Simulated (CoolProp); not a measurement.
Vapour-liquid equilibrium of R134a (1) + R141b (2) at 1.73 bar; x and y are mole fractions of (1).

Values from CoolProp's multi-fluid Helmholtz-energy mixture model, Tillner-Roth 1994 and Lemmon 2006; pair parameters Bell 2016.

```json
[
 {"x": "0.05", "bubble temperature, mixture model (°C)": "35.8", "bubble temperature, Raoult's law (°C)": "39.3", "y, mixture model": "0.353", "y, Raoult's law": "0.288"},
 {"x": "0.2", "bubble temperature, mixture model (°C)": "13.7", "bubble temperature, Raoult's law (°C)": "21.2", "y, mixture model": "0.750", "y, Raoult's law": "0.685"},
 {"x": "0.35", "bubble temperature, mixture model (°C)": "3.0", "bubble temperature, Raoult's law (°C)": "9.9", "y, mixture model": "0.863", "y, Raoult's law": "0.837"},
 {"x": "0.5", "bubble temperature, mixture model (°C)": "-2.9", "bubble temperature, Raoult's law (°C)": "2.0", "y, mixture model": "0.912", "y, Raoult's law": "0.911"},
 {"x": "0.65", "bubble temperature, mixture model (°C)": "-6.8", "bubble temperature, Raoult's law (°C)": "-3.9", "y, mixture model": "0.940", "y, Raoult's law": "0.953"},
 {"x": "0.8", "bubble temperature, mixture model (°C)": "-9.8", "bubble temperature, Raoult's law (°C)": "-8.6", "y, mixture model": "0.964", "y, Raoult's law": "0.978"},
 {"x": "0.95", "bubble temperature, mixture model (°C)": "-12.7", "bubble temperature, Raoult's law (°C)": "-12.5", "y, mixture model": "0.990", "y, Raoult's law": "0.996"}
]
```

The largest gap from Raoult's law is -7.5 K in bubble temperature, at x = 0.2. No azeotrope shows between x = 0.05 and 0.95.

Pair parameters are fitted to limited data, so mixtures are less certain than the pure fluids.
